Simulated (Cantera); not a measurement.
An adiabatic, constant-volume homogeneous reactor starts with CH₄ : O₂ : N₂ : H₂O = 1 : 0.909 : 4.55 : 0.36 (molar parts), equivalence ratio 2.2, at 1775 K and 1200 Torr. Integrator tolerance rtol = 1e-08.

Detailed kinetics in Cantera: GRI-Mech 3.0 (53 species, 325 reactions).

Question: What does this change do: pressure from 1200 Torr to 1050 Torr?

Answer: 
| quantity | before | after |
|---|---|---|
| time of steepest temperature rise | 0.124 ms | 0.138 ms |
| temperature at 8.00 s | 2695 K | 2689 K |
| equilibrium temperature | 2695 K | 2689 K |
| x(CH₄) at 8.00 s | 4.12e-11 (gas-phase equilibrium 4.64e-11) | 3.20e-11 (gas-phase equilibrium 3.60e-11) |
| x(O₂) at 8.00 s | 4.99e-5 (gas-phase equilibrium 4.99e-5) | 5.45e-5 (gas-phase equilibrium 5.45e-5) |
| x(H₂O) at 8.00 s | 0.130 (gas-phase equilibrium 0.130) | 0.130 (gas-phase equilibrium 0.130) |
| x(H₂) at 8.00 s | 0.157 (gas-phase equilibrium 0.157) | 0.157 (gas-phase equilibrium 0.157) |
| x(O) at 8.00 s | 0.000149 (gas-phase equilibrium 0.000149) | 0.000163 (gas-phase equilibrium 0.000163) |
| x(NO) at 8.00 s | 0.000416 (gas-phase equilibrium 0.000416) | 0.000430 (gas-phase equilibrium 0.000430) |

Question: What does this change do: pressure from 1200 Torr to 353 Torr?

Answer: 
```csv
quantity,before,after
time of steepest temperature rise,0.124 ms,0.344 ms
temperature at 8.00 s,2695 K,2636 K
equilibrium temperature,2695 K,2636 K
x(CH₄) at 8.00 s,4.12e-11 (gas-phase equilibrium 4.64e-11),4.07e-12 (gas-phase equilibrium 4.58e-12)
x(O₂) at 8.00 s,4.99e-5 (gas-phase equilibrium 4.99e-5),0.000105 (gas-phase equilibrium 0.000105)
x(H₂O) at 8.00 s,0.130 (gas-phase equilibrium 0.130),0.128 (gas-phase equilibrium 0.128)
x(H₂) at 8.00 s,0.157 (gas-phase equilibrium 0.157),0.155 (gas-phase equilibrium 0.155)
x(O) at 8.00 s,0.000149 (gas-phase equilibrium 0.000149),0.000311 (gas-phase equilibrium 0.000311)
x(NO) at 8.00 s,0.000416 (gas-phase equilibrium 0.000416),0.000549 (gas-phase equilibrium 0.000549)
```
